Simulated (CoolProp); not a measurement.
Vapour pressure (MPa) of R1233zd(E): the reference equation beside estimates from Tc = 438.9 K, pc = 3.583 MPa, ω = 0.304. Clausius-Clapeyron is anchored at 326.7 K with a constant enthalpy of vaporisation of 22.90 kJ/mol.

Computed with CoolProp (reference Helmholtz-energy equation of state, Akasaka 2022).

| T (K) | reference | Lee-Kesler | Clausius-Clapeyron | van der Waals | Redlich-Kwong | Peng-Robinson |
|---|---|---|---|---|---|---|
| 302.7 | 0.1529 | 0.1525 | 0.1671 | 0.6658 | 0.2762 | 0.1523 |
| 307.5 | 0.1798 | 0.1797 | 0.1926 | 0.7218 | 0.3159 | 0.1791 |
| 312.3 | 0.2103 | 0.2106 | 0.2211 | 0.7807 | 0.3594 | 0.2094 |
| 317.1 | 0.2446 | 0.2453 | 0.2526 | 0.8427 | 0.4071 | 0.2436 |
| 321.9 | 0.2831 | 0.2843 | 0.2876 | 0.9077 | 0.4592 | 0.2820 |
| 326.7 | 0.3261 | 0.3278 | 0.3261 | 0.9760 | 0.5158 | 0.3249 |
| 331.4 | 0.3728 | 0.3750 | 0.3675 | 1.046 | 0.5759 | 0.3716 |
| 336.2 | 0.4257 | 0.4284 | 0.4138 | 1.121 | 0.6421 | 0.4244 |
| 341 | 0.4840 | 0.4872 | 0.4644 | 1.199 | 0.7135 | 0.4827 |
| 345.8 | 0.5481 | 0.5519 | 0.5195 | 1.280 | 0.7902 | 0.5470 |
| 350.6 | 0.6185 | 0.6228 | 0.5794 | 1.365 | 0.8724 | 0.6176 |
| 355.4 | 0.6955 | 0.7002 | 0.6442 | 1.453 | 0.9604 | 0.6949 |
| 360.2 | 0.7795 | 0.7845 | 0.7143 | 1.545 | 1.054 | 0.7793 |
| 365 | 0.8708 | 0.8761 | 0.7899 | 1.640 | 1.154 | 0.8712 |
| 369.8 | 0.9700 | 0.9754 | 0.8711 | 1.739 | 1.261 | 0.9711 |

Absolute difference from the reference over all 15 rows, mean and median: Lee-Kesler 0.5 and 0.6 %, Clausius-Clapeyron 5.4 and 5.2 %, van der Waals 179.5 and 163.3 %, Redlich-Kwong 52.5 and 50.8 %, Peng-Robinson 0.3 and 0.3 %.
